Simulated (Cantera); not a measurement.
What does this Cantera script print?

```python
import numpy as np
import cantera as ct

gas = ct.Solution("gri30.yaml")
gas.TPX = 1200, 1000000, {'CH4': 1, 'C2H6': 0.085, 'O2': 3.43, 'N2': 12.9, 'H2O': 2.2}
reactor = ct.IdealGasConstPressureReactor(gas, energy="on", clone=False)
net = ct.ReactorNet([reactor])
net.rtol, net.atol = 1e-08, 1e-16
show = ['CH4', 'C2H6', 'O2', 'CH2', 'O', 'HO2']
times = np.geomspace(1e-06, 0.7, 11)

steps = ct.SolutionArray(gas, extra=["t"])
rows = []
print(f"{'t/s':>10s}{'T/K':>9s}{'P/Pa':>11s}" + "".join(f"{s:>11s}" for s in show))
for t in times:
    while net.time < t:
        t_next = net.step()
        steps.append(gas.state, t=t_next)
    rows.append([np.interp(t, steps.t, y) for y in (steps.T, steps.P, *steps(*show).X.T)])
    print(f"{t:10.3e}{rows[-1][0]:9.1f}{rows[-1][1]:11.4g}" + "".join(f"{x:11.3e}" for x in rows[-1][2:]))
rate = np.gradient(steps.T, steps.t)
print("integrator steps:", len(steps.t))
if steps.T.max() > steps.T[0] + 200:
    print(f"time of steepest temperature rise: {steps.t[rate.argmax()]:.4e} s")
gas.TPX = 1200, 1000000, {'CH4': 1, 'C2H6': 0.085, 'O2': 3.43, 'N2': 12.9, 'H2O': 2.2}
gas.equilibrate("HP")
print(f"equilibrium (HP): T = {gas.T:.1f} K  " + "  ".join(f"{s} {gas[s].X[0]:.3e}" for s in show))
```

Output:

```
       t/s      T/K       P/Pa        CH4       C2H6         O2        CH2          O        HO2
 1.000e-06   1200.0      1e+06  5.098e-02  4.333e-03  1.749e-01  6.586e-18  4.842e-12  4.321e-09
 3.842e-06   1200.0      1e+06  5.098e-02  4.333e-03  1.749e-01  8.857e-17  1.741e-11  1.794e-08
 1.476e-05   1200.0      1e+06  5.098e-02  4.333e-03  1.749e-01  1.199e-15  6.414e-11  8.785e-08
 5.669e-05   1200.0      1e+06  5.098e-02  4.333e-03  1.749e-01  1.527e-14  2.376e-10  5.695e-07
 2.178e-04   1200.0      1e+06  5.097e-02  4.326e-03  1.749e-01  3.817e-13  1.495e-09  4.525e-06
 8.367e-04   1206.9      1e+06  4.998e-02  4.007e-03  1.737e-01  9.088e-11  4.932e-08  4.387e-05
 3.214e-03   2333.9      1e+06  1.101e-18  5.935e-35  5.660e-02  4.952e-19  4.564e-04  8.941e-06
 1.235e-02   2329.1      1e+06  1.057e-18  5.465e-35  5.534e-02  4.598e-19  4.392e-04  8.668e-06
 4.743e-02   2322.1      1e+06  9.929e-19  4.806e-35  5.352e-02  4.094e-19  4.151e-04  8.281e-06
 1.822e-01   2321.0      1e+06  9.825e-19  4.704e-35  5.322e-02  4.014e-19  4.113e-04  8.219e-06
 7.000e-01   2321.0      1e+06  9.825e-19  4.704e-35  5.322e-02  4.014e-19  4.113e-04  8.218e-06
integrator steps: 1929
time of steepest temperature rise: 1.2854e-03 s
equilibrium (HP): T = 2321.0 K  CH4 1.412e-18  C2H6 7.205e-35  O2 5.322e-02  CH2 6.539e-19  O 4.113e-04  HO2 8.218e-06
```

Model: GRI-Mech 3.0 (53 species, 325 reactions), integrated in Cantera.
